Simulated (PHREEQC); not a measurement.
PHREEQC input (Pitzer model, pitzer.dat):

```
SOLUTION 1
  temp 15
  units mol/kgw
  pH 7 charge
  Cl 1.3474
  Mg 0.35
  Sr 0.028
  K 0.51
  Na 0.073
  Ca 0.0042
END
USE solution 1
INCREMENTAL_REACTIONS false
REACTION 1
  H2O -1
  0 9.886 18.011 24.689 30.178 34.689 38.397 41.444
  43.949 46.007 47.699 49.089 50.232 51.172 51.944 52.578 moles
EQUILIBRIUM_PHASES 1
  Bischofite 0 0
  Brucite 0 0
  Carnallite 0 0
  Halite 0 0
  Portlandite 0 0
  Sylvite 0 0
  MgCl2_4H2O 0 0
SELECTED_OUTPUT 1
  -reset false
  -pH true
  -pe true
  -ionic_strength true
  -water true
  -activities H2O
  -totals Ca Cl K Mg Na Sr
  -molalities H+ Na+ K+ Mg+2 Ca+2 Sr+2 Cl- OH- MgOH+
  -equilibrium_phases Bischofite Brucite Carnallite Halite Portlandite Sylvite MgCl2_4H2O
PRINT
  -reset false
END
```

Selected output (columns that matter, 16 of 16 rows; water left (kg) added in front):

```
water left (kg)	pH	mu	Ca	Cl	K	Mg	Na	Sr	m_H+	m_Na+	la_H2O	Carnallite	Halite	Sylvite
1	6.534	1.7296	0.0042	1.3474	0.51	0.35	0.073	0.028	2.6993e-07	0.073	-0.017059	0	0	0
0.821894	6.4498	2.1044	0.0051101	1.6394	0.62052	0.42585	0.088819	0.034068	2.9412e-07	0.088819	-0.021263	0	0	0
0.675514	6.3476	2.5604	0.0062175	1.9946	0.75498	0.51812	0.10807	0.04145	3.248e-07	0.10807	-0.026682	0	0	0
0.555203	6.2228	3.1153	0.0075648	2.4269	0.91858	0.6304	0.13148	0.050432	3.6491e-07	0.13148	-0.033754	0	0	0
0.456313	6.0705	3.7904	0.0092042	2.9528	1.1177	0.76702	0.15998	0.061361	4.1883e-07	0.15998	-0.043099	0	0	0
0.375043	5.885	4.6117	0.011199	3.5927	1.3598	0.93323	0.19464	0.074658	4.9315e-07	0.19464	-0.055595	0	0	0
0.30824	5.6604	5.6112	0.013626	4.3713	1.6546	1.1355	0.23683	0.090838	5.9805e-07	0.23683	-0.072502	0	0	0
0.253345	5.3908	6.8271	0.016578	5.3184	2.0131	1.3815	0.28814	0.11052	7.4938e-07	0.28814	-0.095589	0	0	0
0.208215	5.169	7.6138	0.020171	5.7782	1.7564	1.681	0.3506	0.13448	8.9755e-07	0.3506	-0.11166	0	0	0.1443
0.171138	4.9157	8.492	0.024542	6.2587	1.3655	2.0451	0.42656	0.16361	1.0808e-06	0.42656	-0.13228	0	0	0.2763
0.140655	4.5971	9.6577	0.02986	6.9404	0.9868	2.4884	0.519	0.19907	1.3342e-06	0.519	-0.16423	0	0	0.3712
0.115613	4.1946	11.204	0.036328	7.8977	0.65457	3.0274	0.63142	0.24219	1.6992e-06	0.63142	-0.2141	0	0	0.43432
0.0950203	3.7576	12.974	0.044201	8.9514	0.41822	3.6834	0.48854	0.29467	2.1526e-06	0.48854	-0.27912	0	0.026579	0.47026
0.0671014	3.6824	13.355	0.062592	9.174	0.38403	3.7017	0.42684	0.41728	2.2695e-06	0.42684	-0.29203	0.10161	0.044358	0.38262
0.0424242	3.6639	13.578	0.099	9.3126	0.37073	3.5066	0.41062	0.66	2.3659e-06	0.41062	-0.29625	0.20124	0.05558	0.29304
0.0221946	3.6139	14.155	0.18924	9.672	0.33736	3.0317	0.36966	1.2616	2.6207e-06	0.36966	-0.30751	0.28271	0.064795	0.2198
```

Species that the database lacks are ignored.
